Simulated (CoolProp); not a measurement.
Vapour-liquid equilibrium of R114 (1) + n-heptane (2) at 0.457 MPa; x and y are mole fractions of (1).

Computed with CoolProp (multi-fluid Helmholtz-energy mixture model, Platzer 1990 and Span 2003; pair parameters Bell 2016). This equation is an older, rougher fit; its heat capacities, sound speeds and derivatives of the liquid may be far off and weren't checked against measurements.

```json
[
 {"x": "0.05", "bubble temperature (K)": "415.8", "y at the bubble point": "0.307", "dew temperature at overall composition x (K)": "430.1", "liquid density (mol/L)": "5.716"},
 {"x": "0.2", "bubble temperature (K)": "377.8", "y at the bubble point": "0.754", "dew temperature at overall composition x (K)": "422.1", "liquid density (mol/L)": "6.266"},
 {"x": "0.35", "bubble temperature (K)": "357.1", "y at the bubble point": "0.884", "dew temperature at overall composition x (K)": "413.0", "liquid density (mol/L)": "6.660"},
 {"x": "0.5", "bubble temperature (K)": "345.4", "y at the bubble point": "0.933", "dew temperature at overall composition x (K)": "402.5", "liquid density (mol/L)": "6.982"},
 {"x": "0.65", "bubble temperature (K)": "337.6", "y at the bubble point": "0.959", "dew temperature at overall composition x (K)": "389.5", "liquid density (mol/L)": "7.280"},
 {"x": "0.8", "bubble temperature (K)": "331.5", "y at the bubble point": "0.978", "dew temperature at overall composition x (K)": "371.6", "liquid density (mol/L)": "7.580"},
 {"x": "0.95", "bubble temperature (K)": "325.9", "y at the bubble point": "0.994", "dew temperature at overall composition x (K)": "340.5", "liquid density (mol/L)": "7.904"}
]
```

No azeotrope shows between x = 0.05 and 0.95.

The pair parameters rest on a limited set of measurements; away from them the model extrapolates.
